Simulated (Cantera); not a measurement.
A closed system holds: 1 mol V, 0.034 mol H₂O, equilibrated at 1750 °C and 3.50 Pa.

Method: chemical equilibrium by Gibbs-energy minimisation in Cantera with the NASA 1993 tables (ideal gas, pure condensed phases). Candidate condensed phases: H₂O, V, VO, V₂O₃, V₂O₄, V₂O₅; 12 gas species. Mutual solubility and eutectic melting of coexisting phases are not modelled. VO: taken at fixed stoichiometry. Condensed phases not in the tables: N, O or C dissolved in the metal. Kinetics and transport are ignored.

Task: What is the equilibrium state?

Result: 
```
Item                                      Value
----------------------------------  -----------
x(H₂)                                     0.578
x(H)                                      0.244
x(V)                                     0.0929
x(VO)                                    0.0789
x(VO₂)                                  0.00638
x(H₂O)                                 0.000217
x(OH)                                   9.54e-6
x(O)                                    2.93e-6
n(V(s))                               0.962 mol
n(VO(s))                             0.0295 mol
gas amount                          0.04858 mol
log10 activity of V₂O₅(l) (absent)       -13.89
```
